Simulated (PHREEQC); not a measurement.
Solution (25 °C): 0.00067 mol/kgw Cu(BF4)2 and 2.4e-05 mol/kgw KCl. Closed to the air; pH follows from the charge balance.

Computed with PHREEQC (ion-association model, wateq4f.dat).

The ionic strength comes out as 0.00283 mol/kgw. What activity coefficients do HF2-, F-, CuF+, BF4-, Cu+2 get?

HF2- 0.94, F- 0.94, CuF+ 0.94, BF4- 0.94, Cu+2 0.80.

No solid was allowed to form. Complexes and solids missing from the database can't appear. Real BF4- forms and hydrolyses slowly; the run takes it at equilibrium.
